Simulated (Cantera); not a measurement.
A perfectly stirred reactor is fed with C2H6 : N2 = 1 : 34 (molar parts), at 0.0133 bar; it is held at 1975 K, and followed from long to short residence time.

Computed with Cantera and GRI-Mech 3.0 (53 species, 325 reactions). GRI-Mech 3.0 stops at C3 and has no aromatics, soot or wall deposition, so with more carbon than oxygen in the feed, carbon stays in small species such as C2H2 where larger ones or solid carbon would form. Radical loss at walls, strong at low pressure, is not modelled.

One state of this run: x C2H6 = 1.77e-6; x C2H2 = 0.0255; x H2 = 0.0523; x H = 0.00136; x CH3 = 0.000273; x CH4 = 0.000528; x CH2 = 7.96e-6. x: mole fraction; the columns are a selection and need not sum to one.

**Question.** Which value of τ (s) does it belong to?
(A) 1.3
(B) 0.098
(C) 0.014
(D) 0.36

**Answer.** A, 1.3
